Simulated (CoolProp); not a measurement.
Vapour-liquid equilibrium of isopentane (1) + R365MFC (2) at 0.0356 MPa; x and y are mole fractions of (1).

Computed with CoolProp (multi-fluid Helmholtz-energy mixture model, Lemmon 2006 and Lemmon 2016; pair parameters Bell 2016).

### Question
Give the bubble temperature and the first vapour's composition at x = 0.125, 0.35, 0.425. Is there an azeotrope?

### Answer
x = 0.125: 275.5 K, y = 0.474; x = 0.35: 270.1 K, y = 0.647; x = 0.425: 269.7 K, y = 0.662. y crosses x between x = 0.65 and 0.725: the model has an azeotrope there.

The pair parameters rest on a limited set of measurements; away from them the model extrapolates.
